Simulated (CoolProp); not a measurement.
Aqueous propylene glycol as a coolant, 29 % by mass, freezing at -12.2 °C, 1 atm.

Values from CoolProp's Melinder's fits for secondary coolants.

| T (°C) | cp (kJ/(kg K)) | viscosity (mPa s) | conductivity (W/(m K)) | Prandtl number |
|---|---|---|---|---|
| -3.4 | 3.808 | 8.05 | 0.430 | 71.3 |
| 7.3 | 3.837 | 4.78 | 0.439 | 41.8 |
| 18 | 3.865 | 3.07 | 0.447 | 26.5 |
| 28.7 | 3.893 | 2.12 | 0.456 | 18.1 |
| 39.3 | 3.921 | 1.55 | 0.465 | 13.1 |
